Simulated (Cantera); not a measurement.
A freely propagating, adiabatic, planar premixed flame of H2 : O2 : N2 = 1 : 0.581 : 2.19 (molar parts), unburnt at 450 K and 1.00 bar; mixture-averaged transport, grid criteria slope 0.08 and curve 0.16, no radiation.

Cantera simulation using the H2/O2 subset of GRI-Mech 3.0, which has no nitrogen chemistry; the numbers are that mechanism's predictions, not measurements. Burning velocities carry a grid error of a few per cent, more on coarse grids.

Q: What does this change do: N2 2.19 to 2.8 parts?

A: 
```csv
quantity,before,after
laminar burning velocity,382 cm/s,273 cm/s
thermal thickness,0.406 mm,0.432 mm
peak x(O),0.0120,0.00806
peak x(HO2),0.000408,0.000341
peak x(H),0.0383,0.0265
```
